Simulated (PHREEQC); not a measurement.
1 kg of water holding 0.0059 mol/kgw Na2CO3, 0.21 mol/kgw Na2SO4, 0.59 mol/kgw KCl and 0.015 mol/kgw NaCl is evaporated at 25 °C; the solids stay in contact with the brine. CO2 is held at log p = -3.4 (atm). Only these solids could form: Arcanite, Burkeite, Glaserite, Halite, Kalicinite, Mirabilite, Misenite, Nahcolite, Natron, Sylvite, Thenardite, Trona.

Computed with PHREEQC (Pitzer model, pitzer.dat).

| water left (kg) | ionic strength | water activity | Sylvite (mol) | Halite (mol) | Glaserite (mol) | C in solution (mol/kgw) |
|---|---|---|---|---|---|---|
| 0.9999 | 1.25 | 0.973 | 0 | 0 | 0 | 0.0102 |
| 0.8218 | 1.52 | 0.967 | 0 | 0 | 0 | 0.0121 |
| 0.6755 | 1.85 | 0.960 | 0 | 0 | 0 | 0.0144 |
| 0.4563 | 2.74 | 0.941 | 0 | 0 | 0 | 0.0203 |
| 0.375 | 3.33 | 0.928 | 0 | 0 | 0 | 0.0241 |
| 0.3082 | 3.87 | 0.913 | 0 | 0 | 0.00941 | 0.0286 |
| 0.2533 | 4.10 | 0.901 | 0 | 0 | 0.0352 | 0.0337 |
| 0.2082 | 4.42 | 0.884 | 0 | 0 | 0.0551 | 0.0397 |
| 0.1406 | 5.41 | 0.836 | 0 | 0 | 0.0817 | 0.0554 |
| 0.1156 | 6.15 | 0.801 | 0 | 0 | 0.0901 | 0.0658 |
| 0.095 | 6.89 | 0.766 | 0.0284 | 0 | 0.0946 | 0.0784 |
| 0.07807 | 7.36 | 0.745 | 0.104 | 0 | 0.0955 | 0.0937 |
| 0.05274 | 8.00 | 0.717 | 0.183 | 0.0615 | 0.0976 | 0.134 |
| 0.04334 | 8.04 | 0.717 | 0.199 | 0.110 | 0.0989 | 0.161 |
| 0.03563 | 8.09 | 0.716 | 0.213 | 0.151 | 0.100 | 0.194 |

Glaserite from water left = 0.3082 kg (pH 9.16); Sylvite from water left = 0.095 kg (pH 9.36); Halite from water left = 0.06416 kg (pH 9.38).
